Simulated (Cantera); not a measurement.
**Ignition delay**

Mixture: CH₃OH : O₂ : N₂ = 1 : 1.52 : 5.7 (molar parts), at 1.01 bar, adiabatic and at constant pressure. Ignition delay is the time to a rise of 400 K.

Computed with Cantera and GRI-Mech 3.0 (53 species, 325 reactions). GRI-Mech 3.0 was tuned for natural gas; its chemistry of methanol as a main component is partial and can be far from experiment.

| T0 (K) | delay (ms) |
|---|---|
| 1275 | 3.00 |
| 1350 | 1.11 |
| 1425 | 0.468 |
| 1500 | 0.222 |
| 1575 | 0.116 |
| 1650 | 0.0659 |
| 1725 | 0.0398 |
| 1800 | 0.0252 |
| 1875 | 0.0168 |
| 1950 | 0.0116 |

```yaml
apparent activation energy between 1800 and 1950 K: 150 kJ/mol
```
